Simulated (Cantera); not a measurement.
A Cantera script and what it prints.

```python
import numpy as np
import cantera as ct

gas_names = [...]  # 62 gases of nasa_gas.yaml made of B, F, H, N, O
cond_names = """
    B(b) B(L) BN(s) B2O3(L) B3O3H3(cr) H2O(s) H2O(L)
""".split()


# ... load() reads the species with a 1 bar reference pressure and builds the phases ...
atoms = {
    'BF3': {'B': 1, 'F': 3},
    'H2O': {'H': 2, 'O': 1},
    'N2': {'N': 2},
}
top_T = {'BN(s)': 3200}  # K; cautious upper limits of use, not melting points


# ... equilibrate(T, P, feed) seeds the gas with the atoms and calls Mixture.equilibrate('TP', solver="vcs", rtol=1e-11, max_steps=5000) ...
results = []
feed = {'BF3': 1, 'H2O': 0.089, 'N2': 15}  # mol
P = 1400  # Pa
for T in [2023, 2048, 2073, 2098, 2123, 2148, 2173, 2198, 2223, 2248]:
    mix = equilibrate(T, P, feed)
    results.append((T, P, feed, dict(zip(mix.species_names, mix.species_moles))))

top = {s: max(r[3][s] / sum(r[3][g] for g in gas_names) for r in results) for s in gas_names}
cols = sorted((s for s in top if top[s] > 1e-06), key=lambda s: -top[s])[:5]
seen = [c for c in cond_names if any(r[3].get(c, 0) > 1e-12 for r in results)]
print("log10 of partial pressures in bar; condensed amounts in mol")
print(f"{'T/K':>10s}" + "".join(f"{s[:9]:>10s}" for s in cols + seen))
for T, P, feed, n in results:
    ng = sum(n[g] for g in gas_names)
    print(f"{T:10.4g}" + "".join(f"{np.log10(max(n[s] / ng * P / 1e5, 1e-99)):10.3f}" for s in cols)
          + "".join(f"{n.get(c, 0):10.4g}" for c in seen))
```

Output:

```
log10 of partial pressures in bar; condensed amounts in mol
       T/K        N2       BF3        HF       BOF         F
      2023    -1.887    -3.105    -3.813    -4.114    -5.532
      2048    -1.887    -3.105    -3.813    -4.114    -5.431
      2073    -1.887    -3.106    -3.813    -4.114    -5.333
      2098    -1.887    -3.107    -3.813    -4.114    -5.238
      2123    -1.887    -3.107    -3.813    -4.114    -5.145
      2148    -1.887    -3.108    -3.813    -4.114    -5.055
      2173    -1.887    -3.109    -3.813    -4.115    -4.967
      2198    -1.887    -3.111    -3.814    -4.115    -4.881
      2223    -1.887    -3.112    -3.814    -4.115    -4.797
      2248    -1.887    -3.114    -3.814    -4.115    -4.715
```

Equilibrium computed with Cantera from the NASA thermochemical tables; the gas is ideal and each condensed phase is pure. The tables' values for BF2 are old estimates; treat these amounts as uncertain.
